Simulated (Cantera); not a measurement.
## SiHCl3 + C3H8 + H2 (silicon carbide growth)

A closed system holds: 1 mol SiHCl3, 0.011 mol C3H8, 2.4 mol H2, at 1023.15 K and 71.0 mbar.

Method: chemical equilibrium by Gibbs-energy minimisation in Cantera with the NASA 1993 tables (ideal gas, pure condensed phases). Candidate condensed phases: C, C6H6, C7H8, C8H18, Si, SiC; 109 gas species. Mutual solubility and eutectic melting of coexisting phases are not modelled. The tables' values for SiCl3 are old estimates; treat these amounts as uncertain. The numbers say what is thermodynamically allowed, not how fast it happens.

```json
{
  "x(H2)": "0.764",
  "x(SiCl4)": "0.164",
  "x(SiHCl3)": "0.0377",
  "x(HCl)": "0.0281",
  "x(SiCl3)": "0.00377",
  "x(SiCl2)": "0.00183",
  "x(SiH2Cl2)": "0.000964",
  "x(SiH3Cl)": "6.34e-6",
  "x(CH4)": "1.48e-6",
  "n(Si(s))": "0.199 mol",
  "n(SiC(s))": "0.0330 mol",
  "gas_amount": "3.690 mol",
  "log10 activity of C(graphite) (absent)": "-3.32"
}
```
